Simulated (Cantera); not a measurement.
# Thermodynamics of silicon carbide growth, feed CH₃SiCl₃ + C₂H₄ + H₂

A closed system holds: 1 mol CH₃SiCl₃, 0.0051 mol C₂H₄, a varied amount of H₂, equilibrated at 1825 °C and 770 Pa.

Cantera equilibrium calculation (NASA polynomials, part measured and part estimated; ideal gas, pure solids and liquids). Candidate condensed phases: C, C₆H₆, C₇H₈, C₈H₁₈, Si, SiC; 109 gas species. The feed counts by its element totals alone. The tables' values for SiCl are old estimates; treat these amounts as uncertain. Gases not in the tables: Si₂H₆ and higher silanes. Equilibrium is a limit: real reactors are often held back by kinetics, nucleation or transport.

From 160 mol H₂ to 470 mol H₂ the condensed part is SiC(s). From 580 mol H₂ to 1700 mol H₂ nothing is condensed. The main Si-bearing gas is Si throughout.

| n(H₂) (mol) | x H₂ | x H | x HCl | x Si | x C₂H₂ (acetylene) | x Cl | n SiC(s) |
|---|---|---|---|---|---|---|---|
| 160 | 0.945 | 0.0341 | 0.0174 | 0.00159 | 0.000923 | 0.000463 | 0.668 |
| 200 | 0.949 | 0.0342 | 0.0140 | 0.00161 | 0.000910 | 0.000371 | 0.590 |
| 250 | 0.951 | 0.0342 | 0.0112 | 0.00162 | 0.000900 | 0.000298 | 0.492 |
| 310 | 0.954 | 0.0343 | 0.00910 | 0.00162 | 0.000894 | 0.000241 | 0.373 |
| 380 | 0.955 | 0.0343 | 0.00744 | 0.00163 | 0.000889 | 0.000197 | 0.234 |
| 470 | 0.957 | 0.0343 | 0.00603 | 0.00164 | 0.000885 | 0.000159 | 0.0558 |
| 580 | 0.958 | 0.0344 | 0.00490 | 0.00143 | 0.000772 | 0.000129 | 0 |
| 730 | 0.960 | 0.0344 | 0.00390 | 0.00117 | 0.000625 | 0.000103 | 0 |
| 900 | 0.961 | 0.0344 | 0.00317 | 0.000966 | 0.000515 | 8.36e-5 | 0 |
| 1100 | 0.962 | 0.0344 | 0.00260 | 0.000801 | 0.000426 | 6.84e-5 | 0 |
| 1400 | 0.962 | 0.0344 | 0.00204 | 0.000638 | 0.000339 | 5.38e-5 | 0 |
| 1700 | 0.963 | 0.0344 | 0.00168 | 0.000530 | 0.000281 | 4.43e-5 | 0 |
x: gas mole fraction; n: condensed amount in mol.
